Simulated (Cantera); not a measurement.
## CH2F2 + H2 (fluorocarbon and chlorocarbon gases)

Feed: 1 mol CH2F2, 0.092 mol H2, at 0.140 bar.

Cantera equilibrium calculation (NASA polynomials, part measured and part estimated; ideal gas, pure solids and liquids). Candidate condensed phases: C, C6H6, C7H8, C8H18; 95 gas species. Kinetics and transport are ignored.

From 1325 K to 2925 K the condensed part is C(graphite). The main C-bearing gas is CH4 at 1325 K and C3 at 2925 K.

```
T (K)   x HF       x H    x H2       x F  x C2H2 (acetylene)  n C(graphite)
-----  -----  --------  ------  --------  ------------------  -------------
1325   0.956   9.17e-7  0.0440  1.31e-10             3.74e-8          1.000
1525   0.956   1.33e-5  0.0440   9.45e-9             5.32e-7          1.000
1725   0.956  0.000104  0.0439   2.55e-7             4.05e-6          1.000
1925   0.956  0.000534  0.0437   3.50e-6             2.00e-5          1.000
2125   0.955   0.00201  0.0429   2.97e-5             7.18e-5          1.000
2325   0.953   0.00594  0.0408  0.000178            0.000199          0.999
2525   0.948    0.0143  0.0365  0.000829            0.000438          0.998
2725   0.937    0.0288  0.0298   0.00324            0.000768          0.995
2925   0.913    0.0499  0.0224    0.0109             0.00112          0.983
```
x: gas mole fraction; n: condensed amount in mol.
